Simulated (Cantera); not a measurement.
Source: NASA polynomial tables (part measured, part estimated), evaluated in Cantera. Values are per mole of reaction as written; species without (g) are pure solids or liquids, kept so even where they would boil at 1 bar. TiC: taken at fixed stoichiometry.

5 TiC + C3H8(g) ⇌ 5 Ti + 4 C2H2(g), with ΔH° = 1938.1 kJ and ΔS° = 566.2 J/K at 300 K.

Question: How far is the shortcut ΔG° ≈ ΔH°(300 K) − T·ΔS°(300 K) from the full temperature-dependent value at 1548, 1573, 1598, 1623, 1648, 1673, 1698, 1723, 1748, 1773, 1798 K?

Answer: 
```csv
T (K),shortcut (kJ),full (kJ),difference (kJ),difference in log10 K,condensed phases
1548,1061.6,1027.9,33.7,-1.14,"TiC(s), Ti(β)"
1573,1047.4,1012.8,34.7,-1.15,"TiC(s), Ti(β)"
1598,1033.3,997.6,35.6,-1.16,"TiC(s), Ti(β)"
1623,1019.1,982.5,36.6,-1.18,"TiC(s), Ti(β)"
1648,1004.9,967.4,37.6,-1.19,"TiC(s), Ti(β)"
1673,990.8,952.3,38.5,-1.20,"TiC(s), Ti(β)"
1698,976.6,937.1,39.5,-1.21,"TiC(s), Ti(β)"
1723,962.5,922.0,40.4,-1.23,"TiC(s), Ti(β)"
1748,948.3,906.9,41.4,-1.24,"TiC(s), Ti(β)"
1773,934.2,891.8,42.4,-1.25,"TiC(s), Ti(β)"
1798,920.0,876.7,43.3,-1.26,"TiC(s), Ti(β)"
```
The shortcut ignores heat capacities and the phase changes listed.
